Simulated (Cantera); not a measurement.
**Thermodynamics of aluminium and copper etching, feed Al + HBr + N2**

Input: 1 mol Al, 1.3 mol HBr, 0.64 mol N2, at 0.00160 bar.

Method: chemical equilibrium by Gibbs-energy minimisation in Cantera with the NASA 1993 tables (ideal gas, pure condensed phases). Candidate condensed phases: Al, AlBr3, AlN, Br2; 19 gas species. Equilibrium is a limit: real reactors are often held back by kinetics, nucleation or transport.

From 725 K to 1325 K the condensed part is AlN(s). The main Al-bearing gas is AlBr3 throughout. The share of Al in condensed phases is highest at 725 K (67.3 %) and lowest at 1325 K (63.5 %).

```tsv
T (K)	x H2	x AlBr3	x N2	x HBr	x Br	x AlBr	x Al2Br6	x H	n AlN(s)
725	0.341	0.226	0.211	0.221	3.66e-8	<1e-12	0.000433	1.36e-12	0.673
825	0.352	0.235	0.215	0.198	6.72e-7	4.86e-12	5.27e-5	1.18e-10	0.662
925	0.361	0.240	0.217	0.181	6.61e-6	1.43e-9	1.03e-5	3.91e-9	0.654
1025	0.367	0.245	0.220	0.169	4.19e-5	1.37e-7	2.82e-6	6.60e-8	0.648
1125	0.372	0.248	0.221	0.159	0.000192	5.73e-6	9.86e-7	6.77e-7	0.643
1225	0.376	0.250	0.222	0.151	0.000688	0.000129	4.14e-7	4.78e-6	0.639
1325	0.378	0.251	0.223	0.144	0.00204	0.00181	1.98e-7	2.51e-5	0.635
```
x: gas mole fraction; n: condensed amount in mol.
